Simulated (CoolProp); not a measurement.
Propylene at 249.68 K and 4.5 MPa is throttled through a valve to 2.59 MPa with no heat exchange. Each further row changes one setting.

The numbers come from the reference Helmholtz-energy equation of state, Lemmon 2013 in CoolProp.

| case | temperature change (K) | final density (kg/m³) |
|---|---|---|
| as stated | (withheld) | (withheld) |
| outlet pressure 0.777 MPa | (withheld) | (withheld) |
| outlet pressure 3.37 MPa | (withheld) | (withheld) |

Problem. Fill in the missing entries.

Solution. 
- as stated, temperature change (K): +0.6
- as stated, final density (kg/m³): 582
- outlet pressure 0.777 MPa, temperature change (K): +1.2
- outlet pressure 0.777 MPa, final density (kg/m³): 578
- outlet pressure 3.37 MPa, temperature change (K): +0.4
- outlet pressure 3.37 MPa, final density (kg/m³): 583
